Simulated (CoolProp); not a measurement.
Values from CoolProp's reference Helmholtz-energy equation of state, Lemmon 2006. It is a short technical equation, of lower accuracy than the large ones.

### Question
For isopentane, give the phase and the cp (kJ/(kg K)), isothermal compressibility (1/MPa), expansivity (1/kK), conductivity (mW/(m K)) at 379.3 K and 3.97 MPa.

### Answer
- 379.3 K and 3.97 MPa: liquid; cp 2.73, isothermal compressibility 0.00624, expansivity 2.44, conductivity 81.3

Thermal conductivity comes from a separate model (Vassiliou 2015).
